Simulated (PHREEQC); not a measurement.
Synthetic water in mmol/kgw, 60 °C, pH 6.43, pe 12.3: Na 1690; K 0.56; Ca 6.58; Mg 18.8; Cl 585; S(6) 4.56; Alkalinity (meq/kgw) 0.277; B 0.91.

Valence states are taken as typed.

The numbers come from PHREEQC with the ion-association model, wateq4f.dat.

No solid was allowed to form.

Task: Order these C species by the share of C that they hold, largest first: HCO3-, CO2, MgHCO3+, NaHCO3, CaHCO3+.

Result: HCO3- (55 %), CO2 (20 %), NaHCO3 (18 %), MgHCO3+ (4.7 %), CaHCO3+ (1.3 %)

The pH is 6.43 and the ionic strength 1.19 mol/kgw. The ionic strength is past about 0.7 mol/kgw, beyond the range of this activity model, so the values are rough. Away from 25 °C the constants follow the database's enthalpies or fits; those with neither stay at their 25 °C values.
